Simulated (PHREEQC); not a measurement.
**Reverse-osmosis reject: speciation**

Model water analysis in mmol/kgw, 25 °C, pH 7.66, pe -0.1: Na 73.1; K 0.0668; Ca 4.5; Mg 6.57; Cl 58.5; S(6) 16.3; Alkalinity (meq/kgw) 0.137; Br 0.0524; Mn(2) 0.348; Li 0.0108.

Cl is adjusted to close the charge balance.
Valence states are taken as typed.

Equilibrium calculation in PHREEQC: ion-association model, phreeqc.dat.

Precipitation was switched off in this run.

Question: What ionic strength, density does the model give?

Answer: ionic strength 0.109 mol/kgw; density 1.002 g/cm³.

Question: In which forms is Li present?

Answer: Li+ 98 %, LiSO4- 1.9 % of the Li.

Saturation is exceeded, for instance for Rhodochrosite; the values hold only as long as no solid forms.
